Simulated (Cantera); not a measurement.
A perfectly stirred reactor is fed with CH4 : H2 = 1 : 18 (molar parts), at 0.330 bar; it is held at 1600 K, and followed from long to short residence time.

Cantera simulation using GRI-Mech 3.0 (53 species, 325 reactions); the numbers are that mechanism's predictions, not measurements. GRI-Mech 3.0 stops at C3 and has no aromatics, soot or wall deposition, so with more carbon than oxygen in the feed, carbon stays in small species such as C2H2 where larger ones or solid carbon would form.

**Question.** What does this change do: temperature 1600 to 1500 K?

**Answer.** 
| quantity | before | after |
|---|---|---|
| x(CH4) at τ = 1.00 s | 0.0339 | 0.0479 |
| x(H2) at τ = 1.00 s | 0.957 | 0.950 |
| x(C2H2) at τ = 1.00 s | 0.00853 | 0.00202 |
| x(CH2) at τ = 1.00 s | 5.23e-9 | 6.51e-10 |
| x(C2H6) at τ = 1.00 s | 2.98e-6 | 3.63e-6 |
| x(CH4) at τ = 14.0 ms | 0.0520 | 0.0525 |
| x(H2) at τ = 14.0 ms | 0.948 | 0.947 |
| x(C2H2) at τ = 14.0 ms | 0.000195 | 1.09e-5 |
| x(CH2) at τ = 14.0 ms | 6.74e-9 | 5.61e-10 |
| x(C2H6) at τ = 14.0 ms | 5.72e-6 | 3.16e-6 |
